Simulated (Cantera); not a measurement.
A perfectly stirred reactor is fed with C₃H₈ : O₂ : N₂ : H₂O = 1 : 3.33 : 31.7 : 1.6 (molar parts), equivalence ratio 1.5, at 470000 Pa; it is adiabatic with a 625 K inlet, and is followed from long to short residence time, starting on the burning branch (τ in s: 0.42, 0.14, 0.048, 0.016, 0.0054, 0.0018, 0.00061, 0.00021, 7e-05).

Cantera simulation using GRI-Mech 3.0 (53 species, 325 reactions); the numbers are that mechanism's predictions, not measurements. GRI-Mech 3.0 was tuned for natural gas; its chemistry of propane as a main component is partial and can be far from experiment.

Question: What does this change do: pressure from 470000 Pa to 101000 Pa?

Answer: 
```
quantity                                                                      before                               after
------------------------------------------------  ----------------------------------  ----------------------------------
blow-out, bracketed by the residence times tried  burning at 5.40 ms, out at 1.80 ms  burning at 16.0 ms, out at 5.40 ms
x(C₃H₈) at τ = 0.420 s                                                       7.84e-6                             1.06e-5
x(O₂) at τ = 0.420 s                                                        0.000822                             0.00107
x(H₂O) at τ = 0.420 s                                                          0.105                               0.105
x(C₂H₂) at τ = 0.420 s                                                       0.00324                             0.00330
x(NO) at τ = 0.420 s                                                         9.08e-9                             1.02e-7
x(C₃H₈) at τ = 5.40 ms                                                      0.000893                              0.0266
x(O₂) at τ = 5.40 ms                                                          0.0180                              0.0885
x(H₂O) at τ = 5.40 ms                                                         0.0992                              0.0425
x(C₂H₂) at τ = 5.40 ms                                                      0.000346                              <1e-12
x(NO) at τ = 5.40 ms                                                         2.15e-9                              <1e-12
```

Question: What does this change do: 1.5 parts H2 added?

Answer: 
```csv
quantity,before,after
"blow-out, bracketed by the residence times tried","burning at 5.40 ms, out at 1.80 ms","burning at 5.40 ms, out at 1.80 ms"
x(C₃H₈) at τ = 0.420 s,7.84e-6,8.98e-6
x(O₂) at τ = 0.420 s,0.000822,0.000817
x(H₂O) at τ = 0.420 s,0.105,0.115
x(C₂H₂) at τ = 0.420 s,0.00324,0.00398
x(NO) at τ = 0.420 s,9.08e-9,3.51e-9
x(C₃H₈) at τ = 5.40 ms,0.000893,0.000634
x(O₂) at τ = 5.40 ms,0.0180,0.0145
x(H₂O) at τ = 5.40 ms,0.0992,0.107
x(C₂H₂) at τ = 5.40 ms,0.000346,0.000520
x(NO) at τ = 5.40 ms,2.15e-9,2.76e-9
```
